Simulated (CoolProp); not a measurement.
A closed Brayton cycle with carbon dioxide: compressor inlet 315.15 K and 8.9 MPa, high pressure 16.2 MPa, turbine inlet 670 K, compressor efficiency 0.8, turbine efficiency 0.93, recuperator effectiveness 0.95 (on enthalpy, no pinch check). Each further row changes one setting.

The numbers come from the reference Helmholtz-energy equation of state, Span 1996 in CoolProp.

| case | thermal efficiency (%) | net work (kJ/kg) | compressor to turbine work | compressor exit (K) | turbine exit (K) |
|---|---|---|---|---|---|
| as stated | 27.5 | 45.7 | 0.31 | 350.6 | 603.6 |
| turbine inlet 620 K | 25.2 | ? | ? | 350.6 | ? |
| compressor inlet 325.15 K | 26.9 | 37.9 | 0.43 | 372.7 | 603.6 |
| high pressure 13.8 MPa | ? | 35.0 | ? | ? | 621.2 |
| recuperator effectiveness 0.5 | 15.0 | 45.7 | 0.31 | 350.6 | 603.6 |

What belongs in the gaps?


- turbine inlet 620 K, net work (kJ/kg): 39.7
- turbine inlet 620 K, compressor to turbine work: 0.34
- turbine inlet 620 K, turbine exit (K): 556.3
- high pressure 13.8 MPa, thermal efficiency (%): 25.0
- high pressure 13.8 MPa, compressor to turbine work: 0.29
- high pressure 13.8 MPa, compressor exit (K): 341.0
